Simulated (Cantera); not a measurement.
A Cantera script and its output.

```python
import numpy as np
import cantera as ct

gas = ct.Solution("gri30.yaml")
gas.TPX = 1250, 5500, {'N2O': 1, 'H2': 0.04, 'N2': 3.9}
inlet = ct.Reservoir(gas, clone=True)

reactor = ct.IdealGasConstPressureReactor(gas, energy="off", clone=False)
exhaust = ct.Reservoir(gas, clone=True)
tau = [21, 4.8, 1.1, 0.25, 0.057, 0.013, 0.0029][0]
for a, b in ((inlet, reactor), (reactor, exhaust)):
    ct.MassFlowController(a, b, mdot=lambda t: reactor.mass / tau)
net = ct.ReactorNet([reactor])
show = ['N2O', 'H2', 'H2O2', 'NO2', 'O', 'H2O']

rows = []
print(f"{'tau/s':>10s}{'T/K':>9s}" + "".join(f"{s:>11s}" for s in show))
for tau in [21, 4.8, 1.1, 0.25, 0.057, 0.013, 0.0029]:
    net.initial_time = 0.0
    net.advance(30 * tau)
    before = gas.X
    net.advance(40 * tau)
    drift = np.max(np.abs(gas.X - before) / (gas.X + 1e-9))
    rows.append([gas.T, *gas[show].X, drift])
    print(f"{tau:10.3e}{gas.T:9.1f}" + "".join(f"{x:11.3e}" for x in gas[show].X))
```

Output:

```
     tau/s      T/K        N2O         H2       H2O2        NO2          O        H2O
 2.100e+01   1250.0  6.553e-02  1.496e-05  6.794e-10  2.810e-05  3.524e-06  7.598e-03
 4.800e+00   1250.0  1.334e-01  6.090e-05  8.501e-10  3.710e-05  3.687e-06  7.802e-03
 1.100e+00   1250.0  1.760e-01  2.278e-04  1.518e-09  2.353e-05  3.748e-06  7.790e-03
 2.500e-01   1250.0  1.905e-01  7.732e-04  4.914e-09  6.574e-06  3.591e-06  7.292e-03
 5.700e-02   1250.0  1.956e-01  2.326e-03  9.094e-09  9.830e-07  3.053e-06  5.746e-03
 1.300e-02   1250.0  1.997e-01  5.535e-03  7.652e-09  1.432e-07  2.195e-06  2.535e-03
 2.900e-03   1250.0  2.020e-01  7.734e-03  3.191e-09  1.385e-08  1.572e-06  3.501e-04
```

Detailed kinetics in Cantera: GRI-Mech 3.0 (53 species, 325 reactions). GRI-Mech 3.0 was tuned for natural gas; its chemistry of N2O as a main component is partial and can be far from experiment. The mechanism lacks the step 2 NO + O2 → 2 NO2, which can matter for NO2 below about 1400 K. The temperature is held fixed by assumption; the heat of reaction is taken as removed at once.
